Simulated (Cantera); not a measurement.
A Cantera script and what it prints.

```python
import numpy as np
import cantera as ct

gas_names = """
    F F2 FS2F,fluorodisu N NF NF2 NF3 N2 S SF SF2 SF3 SF4 SF5 SF6 SN S2 S2F2,thiothiony S8 Si SiF SiF2
    SiF3 SiF4 SiN SiS Si2 Si2N Si3
""".split()
cond_names = """
    S(cr1) S(cr2) S(L) Si(cr) Si(L) Si3N4(a)
""".split()


# ... load() reads the species with a 1 bar reference pressure and builds the phases ...
atoms = {
    'Si': {'Si': 1},
    'SF6': {'S': 1, 'F': 6},
    'N2': {'N': 2},
}
top_T = {'Si3N4(a)': 2400}  # K; cautious upper limits of use, not melting points


# ... equilibrate(T, P, feed) seeds the gas with the atoms and calls Mixture.equilibrate('TP', solver="vcs", rtol=1e-11, max_steps=5000) ...
results = []
T = 1175  # K
P = 2300  # Pa
for m in [0.13, 0.24, 0.42, 0.76, 1.4, 2.5, 4.4, 7.9, 14, 26, 46]:
    feed = {'Si': 1, 'SF6': 2.1, 'N2': m}  # mol
    mix = equilibrate(T, P, feed)
    results.append((T, P, feed, dict(zip(mix.species_names, mix.species_moles))))

top = {s: max(r[3][s] / sum(r[3][g] for g in gas_names) for r in results) for s in gas_names}
cols = sorted((s for s in top if top[s] > 1e-06), key=lambda s: -top[s])[:8]
seen = [c for c in cond_names if any(r[3].get(c, 0) > 1e-12 for r in results)]
print("log10 of partial pressures in bar; condensed amounts in mol")
print(f"{'n(N2)':>10s}" + "".join(f"{s[:9]:>10s}" for s in cols + seen))
for T, P, feed, n in results:
    ng = sum(n[g] for g in gas_names)
    print(f"{feed['N2']:10.4g}" + "".join(f"{np.log10(max(n[s] / ng * P / 1e5, 1e-99)):10.3f}" for s in cols)
          + "".join(f"{n.get(c, 0):10.4g}" for c in seen))
```

Output:

```
log10 of partial pressures in bar; condensed amounts in mol
     n(N2)        N2       SF4      SiF4       SF6       SF3       SF2         F       SF5
      0.13    -3.034    -1.863    -2.148    -3.035    -3.678    -3.968    -5.594    -5.611
      0.24    -2.782    -1.878    -2.162    -3.050    -3.692    -3.983    -5.594    -5.625
      0.42    -2.562    -1.900    -2.185    -3.072    -3.715    -4.006    -5.594    -5.648
      0.76    -2.344    -1.940    -2.225    -3.113    -3.755    -4.046    -5.594    -5.688
       1.4    -2.145    -2.007    -2.292    -3.179    -3.821    -4.112    -5.594    -5.755
       2.5    -1.989    -2.102    -2.387    -3.274    -3.916    -4.207    -5.594    -5.850
       4.4    -1.870    -2.229    -2.513    -3.402    -4.043    -4.333    -5.594    -5.977
       7.9    -1.782    -2.395    -2.680    -3.569    -4.209    -4.499    -5.594    -6.144
        14    -1.725    -2.587    -2.871    -3.761    -4.400    -4.690    -5.595    -6.336
        26    -1.687    -2.817    -3.102    -3.994    -4.630    -4.919    -5.596    -6.568
        46    -1.667    -3.045    -3.329    -4.224    -4.855    -5.142    -5.598    -6.796
```

Equilibrium computed with Cantera from the NASA thermochemical tables; the gas is ideal and each condensed phase is pure. The tables' values for SF3, SF5 are old estimates; treat these amounts as uncertain.
